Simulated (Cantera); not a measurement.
## Silicon etching in halogen gases: Si + HF + N₂

Input: 1 mol Si, a varied amount of HF, 15 mol N₂, equilibrated at 1023 K and 13300 Pa.

Equilibrium computed with Cantera from the NASA thermochemical tables; the gas is ideal and each condensed phase is pure. Candidate condensed phases: Si, Si₃N₄; 37 gas species. N₂ is the only nitrogen source here; it is nearly inert below about 1500 K, so the nitride shown seldom forms there in practice. Equilibrium is a limit: real reactors are often held back by kinetics, nucleation or transport.

From 2.2 mol HF to 3.4 mol HF the condensed part is Si₃N₄(s). From 4.6 mol HF to 9.4 mol HF nothing is condensed. The main Si-bearing gas is SiF₄ throughout.

```tsv
n(HF) (mol)	log p N₂	log p HF	log p H₂	log p SiF₄	log p SiHF₃	log p SiF₃	log p NH₃	log p H₂F₂	n Si₃N₄(s)
2.2	-0.92	-4.56	-2.05	-2.35	-5.34	-6.39	-6.83	<-12	0.150
3.4	-0.94	-4.44	-1.89	-2.19	-5.14	-6.26	-6.60	<-12	0.0503
4.6	-0.97	-2.37	-1.84	-2.14	-7.13	-8.27	-6.55	-9.17	0
5.8	-1.00	-1.92	-1.87	-2.17	-7.63	-8.76	-6.60	-8.27	0
7	-1.02	-1.72	-1.90	-2.20	-7.88	-9.00	-6.65	-7.88	0
8.2	-1.05	-1.60	-1.92	-2.22	-8.05	-9.16	-6.70	-7.64	0
9.4	-1.07	-1.51	-1.94	-2.24	-8.18	-9.28	-6.75	-7.46	0
```
log p: log10 of the partial pressure in bar; n: condensed amount in mol.
